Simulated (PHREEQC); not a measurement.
Na2CO3 is added in steps, without added water, to 1 kg of water holding 1.8 mmol/kgw CdBr2, at 25 °C. Oxygen alone is held at its pressure in air (log pO2 = -0.68). The system is closed to CO2. No solid was allowed to form.

Base run: PHREEQC, ion-association model, wateq4f.dat. Each further column changes one thing. The table gives pH.

| Na2CO3 added (mol) | base | CdBr2 replaced by LiBr at the same molality | diluted 2-fold with water | 0.00029 mol/kgw HBr added | solids may form |
|---|---|---|---|---|---|
| 0 | 6.51 | 7.00 | 6.61 | 3.57 | 6.51 |
| 5.75e-05 | 8.73 | 9.64 | 8.92 | 3.79 | 7.21 |
| 0.0001342 | 9.07 | 9.94 | 9.25 | 4.64 | 7.22 |
| 0.0001917 | 9.20 | 10.05 | 9.39 | 6.29 | 7.24 |
| 0.0002683 | 9.33 | 10.15 | 9.51 | 7.31 | 7.25 |
| 0.0003258 | 9.40 | 10.21 | 9.58 | 8.48 | 7.27 |
| 0.0004025 | 9.47 | 10.27 | 9.65 | 8.93 | 7.29 |
| 0.00046 | 9.51 | 10.31 | 9.70 | 9.09 | 7.30 |

In at least one series the solution becomes supersaturated in solids that the run did not let form, among them Cd(OH)2, Otavite.  Solids allowed in the column 'solids may form': Cd(OH)2, Otavite, Nahcolite, Natron.
